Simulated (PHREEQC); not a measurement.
1 kg of water holding 0.43 mol NaOH and 0.29 mol Na2SO4 meets 20 L of dry gas (CO2 1 by moles) at fixed total pressure, at 5 atm; fugacities by Peng-Robinson. The gases take part in no redox reaction, some water evaporates into the gas, and hydrates or a liquid gas phase aren't modelled. Nothing may precipitate in this run.

Model: Pitzer model, pitzer.dat, run in PHREEQC.

```tsv
T (°C)	dissolved CO2 (all carbonate carbon) (mol/kgw)	φ of CO2	pH
10	0.638	0.968	6.39
20	0.583	0.971	6.43
30	0.547	0.974	6.49
40	0.522	0.976	6.55
50	0.505	0.979	6.61
60	0.493	0.981	6.69
70	0.484	0.982	6.76
80	0.477	0.984	6.85
90	0.471	0.986	6.94
```

Complexes and solids missing from the database can't appear. In brines, pH and single-ion activities rest on the MacInnes convention. Away from 25 °C the constants follow the database's enthalpies or fits; those with neither stay at their 25 °C values.
